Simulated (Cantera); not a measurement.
Source: NASA polynomial tables (part measured, part estimated), evaluated in Cantera. Values are per mole of reaction as written; species without (g) are pure solids or liquids, kept so even where they would boil at 1 bar.

Ti4O7 = 4 TiO(g) + 3 O(g), with ΔH° = 4369.6 kJ and ΔS° = 1218.2 J/K at 300 K.

Q: How far is the shortcut ΔG° ≈ ΔH°(300 K) − T·ΔS°(300 K) from the full temperature-dependent value at 1875, 1975, 2075, 2175, 2275, 2375, 2475, 2575, 2675, 2775 K?

A: 
```tsv
T (K)	shortcut (kJ)	full (kJ)	difference (kJ)	difference in log10 K	condensed phases
1875	2085.5	2193.2	-107.7	3.00	Ti4O7(s)
1975	1963.7	2086.8	-123.2	3.26	Ti4O7(l)
2075	1841.9	1989.8	-148.0	3.72	Ti4O7(l)
2175	1720.0	1893.5	-173.5	4.17	Ti4O7(l)
2275	1598.2	1798.0	-199.7	4.59	Ti4O7(l)
2375	1476.4	1703.0	-226.6	4.98	Ti4O7(l)
2475	1354.6	1608.7	-254.1	5.36	Ti4O7(l)
2575	1232.8	1515.0	-282.2	5.73	Ti4O7(l)
2675	1110.9	1421.9	-310.9	6.07	Ti4O7(l)
2775	989.1	1329.3	-340.2	6.40	Ti4O7(l)
```
The shortcut ignores heat capacities and the phase changes listed.
